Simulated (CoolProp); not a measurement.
A single-stage vapour-compression cycle with R124: evaporating at 257.15 K (dew point), condensing at 278.15 K (bubble point), superheat 5 K, subcooling 2 K, compressor efficiency 0.85, no pressure losses. Each further row changes one setting.

Computed with CoolProp (reference Helmholtz-energy equation of state, de Vries 1995).

```tsv
case	cooling COP	pressure ratio	discharge temperature (K)	refrigerating effect (kJ/kg)	volumetric capacity (kJ/m³)
as stated	9.73	2.30	287.0	151	835
evaporating temperature 262.15 K	13.3	1.86	285.8	154	1040
condensing temperature 273.15 K	13.0	1.91	281.4	156	865
subcooling 7 K	10.1	2.30	287.0	156	865
superheat 15 K	9.76	2.30	297.2	158	838
compressor efficiency 0.75	8.58	2.30	289.7	151	835
```
